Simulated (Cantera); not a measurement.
A freely propagating, adiabatic, planar premixed flame of 28.9 % H2, 14.9 % O2, 56.2 % N2, unburnt at 600 K and 1.00 atm; mixture-averaged transport, grid criteria slope 0.08 and curve 0.16, no radiation.

Cantera simulation using the H2/O2 subset of GRI-Mech 3.0, which has no nitrogen chemistry; the numbers are that mechanism's predictions, not measurements. Burning velocities carry a grid error of a few per cent, more on coarse grids.

Predict: laminar burning velocity; thermal thickness; peak x(H); peak x(O); peak x(HO2).


```
Item                         Value
------------------------  --------
laminar burning velocity  730 cm/s
thermal thickness         0.465 mm
peak x(H)                   0.0574
peak x(O)                   0.0140
peak x(HO2)               0.000299
```
